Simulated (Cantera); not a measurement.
Charge: 1 mol SiCl4, a varied amount of NH3, 8.8 mol N2, at 1373 K and 100000 Pa.

Method: chemical equilibrium by Gibbs-energy minimisation in Cantera with the NASA 1993 tables (ideal gas, pure condensed phases). Candidate condensed phases: NH4Cl, Si, Si3N4; 28 gas species. Equilibrium is a limit: real reactors are often held back by kinetics, nucleation or transport.

Question: What share of the Si ends up in condensed phases as a function of n(NH3) (mol), at 1.1, 4.1, 7.1, 10, 13, 16, 19, 22, 25, 28?

Answer: 
```json
[
 {"n(NH3) (mol)": "1.1", "Si condensed (%)": "50.0", "as": "Si3N4(s)"},
 {"n(NH3) (mol)": "4.1", "Si condensed (%)": "90.5", "as": "Si3N4(s)"},
 {"n(NH3) (mol)": "7.1", "Si condensed (%)": "97.1", "as": "Si3N4(s)"},
 {"n(NH3) (mol)": "10", "Si condensed (%)": "98.7", "as": "Si3N4(s)"},
 {"n(NH3) (mol)": "13", "Si condensed (%)": "99.2", "as": "Si3N4(s)"},
 {"n(NH3) (mol)": "16", "Si condensed (%)": "99.5", "as": "Si3N4(s)"},
 {"n(NH3) (mol)": "19", "Si condensed (%)": "99.7", "as": "Si3N4(s)"},
 {"n(NH3) (mol)": "22", "Si condensed (%)": "99.7", "as": "Si3N4(s)"},
 {"n(NH3) (mol)": "25", "Si condensed (%)": "99.8", "as": "Si3N4(s)"},
 {"n(NH3) (mol)": "28", "Si condensed (%)": "99.8", "as": "Si3N4(s)"}
]
```
